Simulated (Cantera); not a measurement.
A Cantera script and what it prints.

```python
import numpy as np
import cantera as ct

gas_names = """
    N C3H8 HCN
""".split()
cond_names = """
    TaC(s) TaC(L) Ta(cr) Ta(L)
""".split()


# ... load() reads the species with a 1 bar reference pressure and builds the phases ...
species = {s.name: s for s in load("nasa_gas.yaml", gas_names) + load("nasa_condensed.yaml", cond_names)}
# Each term lists the table entries of one substance; the one whose range holds T is used.
reactions = {
    '8 N(g) + 5 TaC + C3H8(g) = 5 Ta + 8 HCN(g)':
        [(-8, ['N']), (-5, ['TaC(s)', 'TaC(L)']), (-1, ['C3H8']), (5, ['Ta(cr)', 'Ta(L)']), (8, ['HCN'])],
}


def pick(names, T):
    return next(species[n] for n in names if species[n].thermo.min_temp <= T <= species[n].thermo.max_temp)


results = []
for label, terms in reactions.items():
    print(label)
    print("     T/K   dH/kJ  dS/(J/K)   dG/kJ   log10 K")
    for T in [898, 973, 1048, 1123, 1198, 1273, 1348, 1423]:
        used = [(nu, pick(names, T)) for nu, names in terms]
        dH = sum(nu * s.thermo.h(T) for nu, s in used) / 1e6
        dS = sum(nu * s.thermo.s(T) for nu, s in used) / 1e3
        dG = dH - T * dS / 1e3
        logK = -dG * 1e6 / (ct.gas_constant * T * np.log(10))
        results.append((label, T, dH, dS, dG, logK, [s.name for _, s in used]))
        print(f"{T:8g} {dH:8.1f} {dS:8.1f} {dG:8.1f} {logK:8.2f}")
```

Result:

```
8 N(g) + 5 TaC + C3H8(g) = 5 Ta + 8 HCN(g)
     T/K   dH/kJ  dS/(J/K)   dG/kJ   log10 K
     898  -1899.6     74.7  -1966.7   114.40
     973  -1903.6     70.5  -1972.2   105.87
    1048  -1907.7     66.4  -1977.3    98.55
    1123  -1911.9     62.5  -1982.1    92.19
    1198  -1916.2     58.9  -1986.7    86.62
    1273  -1920.4     55.4  -1991.0    81.69
    1348  -1924.7     52.1  -1995.0    77.30
    1423  -1929.1     49.0  -1998.8    73.37
```

Cantera with NASA thermochemical tables; ideal gases at 1 bar, condensed phases pure. TaC: taken at fixed stoichiometry. Condensed species are held in their standard states even where they would react or evaporate.
